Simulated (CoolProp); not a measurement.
Aqueous sodium chloride as a coolant, at 29 °C, 1 atm.

Computed with CoolProp (Melinder's fits for secondary coolants).

```csv
mass %,freezing point (°C),density (kg/m³),cp (kJ/(kg K)),viscosity (mPa s),conductivity (W/(m K))
5,-3.1,1031,3.937,0.887,…
7.7,-4.9,1050,3.823,0.935,0.605
10.4,…,…,3.720,0.988,0.603
13.1,-9.1,…,3.625,1.05,0.600
15.7,-11.6,1110,3.541,1.12,0.597
18.4,…,1131,3.461,1.20,0.594
21.1,-17.9,…,…,1.31,…
```

Q: Fill in the missing entries.

A: 
- 5, conductivity (W/(m K)): 0.608
- 10.4, freezing point (°C): -6.9
- 10.4, density (kg/m³): 1070
- 13.1, density (kg/m³): 1090
- 18.4, freezing point (°C): -14.5
- 21.1, density (kg/m³): 1152
- 21.1, cp (kJ/(kg K)): 3.390
- 21.1, conductivity (W/(m K)): 0.591
